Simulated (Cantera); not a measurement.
Feed: 1 mol Si(CH₃)₄, 0.28 mol C₂H₄, 3.5 mol H₂, at 1073.15 K and 0.100 bar.

These are equilibrium values from Cantera (NASA tables, ideal gas, pure condensed phases), not measurements of a reactor. Candidate condensed phases: C, C₆H₆, C₇H₈, C₈H₁₈, Si, SiC; 87 gas species. The numbers say what is thermodynamically allowed, not how fast it happens.

Base state: H₂ 0.995, CH₄ 0.00455 (mole fractions); condensed: C(graphite) + SiC(s).

Q: What changes in the equilibrium state with this change: Si(CH₃)₄ replaced by CH₃SiCl₃?

A: 
```tsv
species	before	after
H₂	0.995	0.746
HCl	0	0.182
SiCl₄	0	0.0654
SiHCl₃	0	0.00328
SiCl₃	0	0.000502
C(graphite), mol	3.51	0.999
SiC(s), mol	1.00	0.544
```
The feed counts by its element totals alone. The tables' values for SiCl₃ are old estimates; treat these amounts as uncertain.

Q: What changes in the equilibrium state with this change: temperature from 1073.15 K to 1325 K?

A: 
```
species            before     after
----------------  -------  --------
H₂                  0.995     0.999
CH₄               0.00455  0.000670
C(graphite), mol     3.51      3.55
SiC(s), mol          1.00      1.00
```

Q: What changes in the equilibrium state with this change: temperature from 1073.15 K to 1348 K?

A: 
| species | before | after |
|---|---|---|
| H₂ | 0.995 | 0.999 |
| CH₄ | 0.00455 | 0.000583 |
| C(graphite), mol | 3.51 | 3.55 |
| SiC(s), mol | 1.00 | 1.00 |
